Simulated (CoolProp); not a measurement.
Saturation properties of diethyl ether (Tc = 194.7 °C, pc = 3717 kPa, ω = 0.282).

The numbers come from the reference Helmholtz-energy equation of state, Thol 2014 in CoolProp.

```tsv
T (°C)	p (kPa)	liquid density (kg/m³)	vapour density (kg/m³)	enthalpy of vaporisation (kJ/kg)
72.85	333.1	648.2	9.554	321.6
80.85	411.3	637.2	11.73	313.1
88.85	502.7	625.9	14.29	304.2
96.85	608.4	614.1	17.29	294.8
104.85	729.9	601.8	20.79	284.9
112.85	868.5	588.9	24.88	274.4
120.95	1028	575.2	29.73	263.1
128.95	1206	560.9	35.35	251.0
136.95	1405	545.6	41.99	238.0
144.95	1629	529.1	49.90	223.8
152.95	1878	511.1	59.46	208.1
160.95	2155	491.1	71.24	190.4
169.05	2468	467.7	86.46	169.5
177.05	2811	439.6	106.7	144.6
185.05	3194	401.5	136.7	111.6
```

It boils at 34.5 °C under 1 atm.
